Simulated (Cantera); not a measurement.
Input (Python, Cantera):

```python
import numpy as np
import cantera as ct

gas = ct.Solution("gri30.yaml")
gas.TPX = 1100, 91000, {'CH3OH': 0.019, 'O2': 0.0097, 'N2': 1}
inlet = ct.Reservoir(gas, clone=True)

reactor = ct.IdealGasConstPressureReactor(gas, energy="off", clone=False)
exhaust = ct.Reservoir(gas, clone=True)
tau = [4, 1.1, 0.31, 0.085, 0.023, 0.0065, 0.0018, 0.00049, 0.00014][0]
for a, b in ((inlet, reactor), (reactor, exhaust)):
    ct.MassFlowController(a, b, mdot=lambda t: reactor.mass / tau)
net = ct.ReactorNet([reactor])
show = ['CH3OH', 'O2', 'CH2CO', 'HCN', 'OH', 'N2O']

rows = []
print(f"{'tau/s':>10s}{'T/K':>9s}" + "".join(f"{s:>11s}" for s in show))
for tau in [4, 1.1, 0.31, 0.085, 0.023, 0.0065, 0.0018, 0.00049, 0.00014]:
    net.initial_time = 0.0
    net.advance(30 * tau)
    before = gas.X
    net.advance(40 * tau)
    drift = np.max(np.abs(gas.X - before) / (gas.X + 1e-9))
    rows.append([gas.T, *gas[show].X, drift])
    print(f"{tau:10.3e}{gas.T:9.1f}" + "".join(f"{x:11.3e}" for x in gas[show].X))
```

Output:

```
     tau/s      T/K      CH3OH         O2      CH2CO        HCN         OH        N2O
 4.000e+00   1100.0  1.216e-05  1.725e-04  2.760e-08  2.378e-09  3.033e-08  7.515e-10
 1.100e+00   1100.0  4.357e-04  8.431e-04  2.127e-08  6.155e-12  2.671e-08  9.000e-09
 3.100e-01   1100.0  1.170e-03  1.174e-03  4.750e-08  6.308e-12  8.076e-08  8.277e-09
 8.500e-02   1100.0  2.670e-03  1.750e-03  7.786e-08  6.625e-12  2.281e-07  5.700e-09
 2.300e-02   1100.0  6.052e-03  3.152e-03  5.431e-08  3.125e-12  4.933e-07  3.305e-09
 6.500e-03   1100.0  1.847e-02  9.429e-03  5.342e-15  3.125e-18  2.517e-11  4.244e-12
 1.800e-03   1100.0  1.847e-02  9.429e-03  4.004e-16  7.264e-19  2.079e-11  3.185e-13
 4.900e-04   1100.0  1.847e-02  9.429e-03  2.944e-17  1.840e-19  2.035e-11  2.214e-14
 1.400e-04   1100.0  1.847e-02  9.429e-03  2.366e-18  4.888e-20  2.010e-11  1.692e-15
```

Cantera simulation using GRI-Mech 3.0 (53 species, 325 reactions); the numbers are that mechanism's predictions, not measurements. GRI-Mech 3.0 was tuned for natural gas; its chemistry of methanol as a main component is partial and can be far from experiment.
